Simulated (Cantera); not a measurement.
Cantera run:

```python
import numpy as np
import cantera as ct

gas_names = """
    NO2 NO
""".split()
cond_names = """
    Ta(cr) Ta(L) Ta2O5(s) Ta2O5(L)
""".split()


# ... load() reads the species with a 1 bar reference pressure and builds the phases ...
species = {s.name: s for s in load("nasa_gas.yaml", gas_names) + load("nasa_condensed.yaml", cond_names)}
# Each term lists the table entries of one substance; the one whose range holds T is used.
reactions = {
    '5 NO2(g) + 2 Ta = 5 NO(g) + Ta2O5':
        [(-5, ['NO2']), (-2, ['Ta(cr)', 'Ta(L)']), (5, ['NO']), (1, ['Ta2O5(s)', 'Ta2O5(L)'])],
}


def pick(names, T):
    return next(species[n] for n in names if species[n].thermo.min_temp <= T <= species[n].thermo.max_temp)


results = []
for label, terms in reactions.items():
    print(label)
    print("     T/K   dH/kJ  dS/(J/K)   dG/kJ   log10 K")
    for T in [300, 723, 923, 1123, 1323, 1523, 1723]:
        used = [(nu, pick(names, T)) for nu, names in terms]
        dH = sum(nu * s.thermo.h(T) for nu, s in used) / 1e6
        dS = sum(nu * s.thermo.s(T) for nu, s in used) / 1e3
        dG = dH - T * dS / 1e3
        logK = -dG * 1e6 / (ct.gas_constant * T * np.log(10))
        results.append((label, T, dH, dS, dG, logK, [s.name for _, s in used]))
        print(f"{T:8g} {dH:8.1f} {dS:8.1f} {dG:8.1f} {logK:8.2f}")
```

Output:

```
5 NO2(g) + 2 Ta = 5 NO(g) + Ta2O5
     T/K   dH/kJ  dS/(J/K)   dG/kJ   log10 K
     300  -1760.5    -86.6  -1734.6   302.01
     723  -1744.1    -51.3  -1707.0   123.32
     923  -1737.7    -43.5  -1697.5    96.06
    1123  -1731.3    -37.3  -1689.4    78.58
    1323  -1725.0    -32.1  -1682.5    66.43
    1523  -1718.7    -27.7  -1676.6    57.50
    1723  -1712.5    -23.9  -1671.4    50.67
```

Cantera with NASA thermochemical tables; ideal gases at 1 bar, condensed phases pure. Condensed species are held in their standard states even where they would react or evaporate.
